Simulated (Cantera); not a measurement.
An isothermal, constant-pressure homogeneous reactor starts with 3.70 % CH4, 96.3 % N2, at 1673 K and 0.140 bar.

Detailed kinetics in Cantera: GRI-Mech 3.0 (53 species, 325 reactions). GRI-Mech 3.0 stops at C3 and has no aromatics, soot or wall deposition, so with more carbon than oxygen in the feed, carbon stays in small species such as C2H2 where larger ones or solid carbon would form.

x: mole fraction; the columns are a selection and need not sum to one.

```tsv
t (s)	x CH4	x HCN	x C2H6	x C2H4	x CH3	x CH2
2.00e-5	0.0370	<1e-12	3.43e-12	2.73e-12	1.22e-6	4.30e-12
8.29e-5	0.0370	<1e-12	3.26e-10	4.34e-10	…	7.52e-11
0.000344	0.0370	<1e-12	2.19e-8	3.88e-8	2.45e-5	9.64e-10
0.00143	0.0369	4.55e-12	…	…	…	…
0.00591	0.0363	3.33e-10	1.92e-5	0.000164	0.000369	1.55e-7
0.0245	0.0275	5.88e-8	5.07e-5	0.00174	0.000590	4.88e-7
0.102	0.0124	5.72e-7	8.71e-6	0.000235	0.000257	2.37e-7
0.421	0.00328	1.98e-6	7.34e-7	2.23e-5	7.79e-5	8.89e-8
1.75	0.000659	3.92e-6	3.44e-8	8.39e-6	1.72e-5	2.22e-8
7.24	0.000144	5.87e-6	1.75e-9	7.97e-6	3.86e-6	5.12e-9
30.0	4.49e-5	8.14e-6	2.13e-10	7.98e-6	1.21e-6	1.61e-9
```

**Question.** Some entries are withheld; supply them.

**Answer.** 
- 8.29e-5, x CH3: 5.74e-6
- 0.00143, x C2H6: 9.50e-7
- 0.00143, x C2H4: 2.82e-6
- 0.00143, x CH3: 0.000100
- 0.00143, x CH2: 1.34e-8
